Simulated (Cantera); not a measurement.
Feed: 1 mol FeS2, 0.35 mol H2, equilibrated at 1900 °C and 0.428 Torr.

Equilibrium computed with Cantera from the NASA thermochemical tables; the gas is ideal and each condensed phase is pure. Equilibrium is a limit: real reactors are often held back by kinetics, nucleation or transport.

```json
[
 {"species": "H2S", "before": "0.000429", "after": "0.912"},
 {"species": "H2", "before": "0.0910", "after": "0.0779"},
 {"species": "S2", "before": "0.266", "after": "0.0101"},
 {"species": "Fe", "before": "0.371", "after": "<1e-9"},
 {"species": "S", "before": "0.195", "after": "<1e-9"},
 {"species": "H", "before": "0.0610", "after": "<1e-9"},
 {"species": "SH", "before": "0.0158", "after": "1.15e-6"},
 {"species": "FeS(s), mol", "before": "0", "after": "0.330"},
 {"species": "FeS2(s), mol", "before": "0", "after": "0.670"}
]
```
Gas species are given as mole fractions.

Which change was made?
A) temperature from 1900 °C to 825 °C
B) temperature from 1900 °C to 477 °C
C) pressure from 0.428 Torr to 120 Torr
D) pressure from 0.428 Torr to 353 Torr

B, temperature from 1900 °C to 477 °C. FeS: taken at fixed stoichiometry. Gases not in the tables: S3 to S7
